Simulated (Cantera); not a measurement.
## Equilibrium for thermal oxidation and active oxidation of silicon: Si + CO2 + H2

Input: 1 mol Si, 0.19 mol CO2, a varied amount of H2, at 1798 K and 1.00 Torr.

Equilibrium computed with Cantera from the NASA thermochemical tables; the gas is ideal and each condensed phase is pure. Candidate condensed phases: C, C6H6, C7H8, C8H18, H2O, Si, SiC, SiO2; 123 gas species. Mutual solubility and eutectic melting of coexisting phases are not modelled. Gases not in the tables: Si2H6 and higher silanes. Equilibrium is a limit: real reactors are often held back by kinetics, nucleation or transport.

```tsv
n(H2) (mol)	x H2	x SiO	x H	x Si	x CO	x SiH	x SiH2	x Si2C	n Si(l)	n SiC(s)
22	0.971	0.0153	0.00950	0.00231	0.00158	9.55e-5	2.87e-5	2.43e-5	0.445	0.154
36	0.978	0.00940	0.00953	0.00231	0.000969	9.58e-5	2.89e-5	2.43e-5	0.409	0.154
59	0.982	0.00576	0.00955	0.00231	0.000594	9.60e-5	2.90e-5	2.43e-5	0.351	0.153
98	0.984	0.00348	0.00957	0.00231	0.000358	9.62e-5	2.90e-5	2.43e-5	0.253	0.152
160	0.986	0.00213	0.00957	0.00231	0.000220	9.62e-5	2.91e-5	2.43e-5	0.0971	0.151
270	0.987	0.00120	0.00958	0.00183	0.000197	7.63e-5	2.31e-5	1.93e-5	0	0.131
440	0.988	0.000646	0.00959	0.00130	0.000211	5.41e-5	1.64e-5	1.37e-5	0	0.0900
730	0.989	0.000315	0.00959	0.000926	0.000202	3.86e-5	1.17e-5	9.74e-6	0	0.0331
```
x: gas mole fraction; n: condensed amount in mol.

From 22 mol H2 to 160 mol H2 the condensed part is Si(l) + SiC(s). From 270 mol H2 to 730 mol H2 the condensed part is SiC(s). The main Si-bearing gas is SiO at 22 mol H2 and Si at 730 mol H2. The share of Si in condensed phases is highest at 22 mol H2 (59.9 %) and lowest at 730 mol H2 (3.3 %).
